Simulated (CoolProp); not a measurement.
A single-stage vapour-compression cycle with R227EA: evaporating at 223.15 K (dew point), condensing at 270.15 K (bubble point), superheat 5 K, subcooling 8 K, compressor efficiency 0.75, no pressure losses. Each further row changes one setting.

Computed with CoolProp (reference Helmholtz-energy equation of state, Lemmon 2016).

```csv
case,cooling COP,pressure ratio,discharge temperature (K),refrigerating effect (kJ/kg),volumetric capacity (kJ/m³)
as stated,[?],9.64,280.6,108,177
evaporating temperature 228.15 K,[?],7.18,[?],[?],240
condensing temperature 265.15 K,3.51,7.93,275.8,113,186
subcooling 13 K,3.19,9.64,280.6,113,186
superheat 15 K,3.09,9.64,291.1,115,180
compressor efficiency 0.65,[?],9.64,[?],108,177
```

### Question
Fill in the missing entries.

### Answer

- as stated, cooling COP: 3.04
- evaporating temperature 228.15 K, cooling COP: 3.58
- evaporating temperature 228.15 K, discharge temperature (K): 279.2
- evaporating temperature 228.15 K, refrigerating effect (kJ/kg): 111
- compressor efficiency 0.65, cooling COP: 2.64
- compressor efficiency 0.65, discharge temperature (K): 287.3
